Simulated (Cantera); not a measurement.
A closed system holds: 1 mol C3H6, 0.0088 mol O2, 41 mol N2, held at 2775 K and 10.0 mbar.

Cantera equilibrium calculation (NASA polynomials, part measured and part estimated; ideal gas, pure solids and liquids). The numbers say what is thermodynamically allowed, not how fast it happens.

| species | before | after |
|---|---|---|
| N2 | 0.873 | 0.842 |
| H | 0.0858 | 0.106 |
| H2 | 0.0131 | 0.0200 |
| HCN | 0.0141 | 0.0170 |
| C2H2 (acetylene) | 0.000403 | 0.000612 |
| C2H | 0.000318 | 0.000393 |
| HNC | 0.00219 | 0.00265 |
| C2N2 | 0.000299 | 0.000289 |
| CO | 0.000380 | 0.000368 |
| CN | 0.00752 | 0.00739 |
| C(graphite), mol | 1.41 | 1.17 |
Gas species are given as mole fractions.

**Question.** Which change was made?
A. C3H6 replaced by C3H8
B. temperature from 2775 K to 1550 K
C. N2 from 41 to 0.29 mol
D. temperature from 2775 K to 623 K

**Answer.** A, C3H6 replaced by C3H8
